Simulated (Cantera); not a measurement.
A perfectly stirred reactor is fed with CH₄ : O₂ : N₂ = 1 : 1.18 : 4.42 (molar parts), at 0.987 atm; it is adiabatic with a 523 K inlet, and is followed from long to short residence time, starting on the burning branch (τ in s: 0.3, 0.1, 0.034, 0.011, 0.0038, 0.0013, 0.00043, 0.00014, 4.9e-05).

Cantera simulation using GRI-Mech 3.0 (53 species, 325 reactions); the numbers are that mechanism's predictions, not measurements.

### Question
What does this change do: inlet temperature 523 to 625 K?

### Answer
```tsv
quantity	before	after
blow-out, bracketed by the residence times tried	burning at 1.30 ms, out at 0.430 ms	burning at 1.30 ms, out at 0.430 ms
x(CH₄) at τ = 0.300 s	0.00167	0.000712
x(O₂) at τ = 0.300 s	9.84e-5	5.59e-5
x(N₂O) at τ = 0.300 s	5.12e-9	7.90e-9
x(CH₂) at τ = 0.300 s	5.62e-7	5.93e-7
x(CO₂) at τ = 0.300 s	0.0320	0.0304
x(CH₄) at τ = 3.80 ms	0.00680	0.00468
x(O₂) at τ = 3.80 ms	0.00340	0.00223
x(N₂O) at τ = 3.80 ms	5.88e-9	1.46e-8
x(CH₂) at τ = 3.80 ms	1.26e-5	1.54e-5
x(CO₂) at τ = 3.80 ms	0.0322	0.0312
```

### Question
What does this change do: pressure from 0.987 atm to 16.8 atm?

### Answer
```
quantity                                                                       before                                 after
------------------------------------------------  -----------------------------------  ------------------------------------
blow-out, bracketed by the residence times tried  burning at 1.30 ms, out at 0.430 ms  burning at 0.430 ms, out at 0.140 ms
x(CH₄) at τ = 0.300 s                                                         0.00167                               0.00165
x(O₂) at τ = 0.300 s                                                          9.84e-5                               2.11e-5
x(N₂O) at τ = 0.300 s                                                         5.12e-9                              2.74e-10
x(CH₂) at τ = 0.300 s                                                         5.62e-7                               2.50e-8
x(CO₂) at τ = 0.300 s                                                          0.0320                                0.0319
x(CH₄) at τ = 3.80 ms                                                         0.00680                                0.0103
x(O₂) at τ = 3.80 ms                                                          0.00340                               0.00112
x(N₂O) at τ = 3.80 ms                                                         5.88e-9                               4.66e-9
x(CH₂) at τ = 3.80 ms                                                         1.26e-5                               8.03e-7
x(CO₂) at τ = 3.80 ms                                                          0.0322                                0.0371
```
The pressure lies above the range GRI-Mech 3.0 was tuned for (to about 10 atm).
